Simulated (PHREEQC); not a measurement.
NaOH is added in steps, without added water, to 1 kg of water holding 1.8 mmol/kgw HNO3, 92 mmol/kgw K2SO4 and 5.3 mmol/kgw CuSO4, at 25 °C. Oxygen is held at 0.21 atm. The system is closed to CO2. Solids allowed: Cu(OH)2, Brochantite, Antlerite, Cu2(OH)3NO3, Mirabilite, Chalcanthite. Others were left out.

Base run: PHREEQC, ion-association model, wateq4f.dat. Each further column changes one thing. The table gives pH.

```csv
NaOH added (mol),base,metal-ligand complexes left out,Debye-Hückel limiting law,all activity coefficients set to 1
0,3.34,3.41,3.25,3.48
0.0042,4.98,4.73,5.29,5.02
0.0098,8.76,8.81,[?],8.95
0.014,11.04,11.04,[?],11.21
0.0182,11.60,11.59,[?],11.76
0.0238,11.89,11.89,[?],12.06
0.028,12.03,12.02,11.92,12.19
```

Task: Fill in the missing entries.

Result: 
- 0.0098, Debye-Hückel limiting law: 8.55
- 0.014, Debye-Hückel limiting law: 10.94
- 0.0182, Debye-Hückel limiting law: 11.50
- 0.0238, Debye-Hückel limiting law: 11.79

The database's constant for dissolved Cu(OH)2 is higher than later reviews accept.
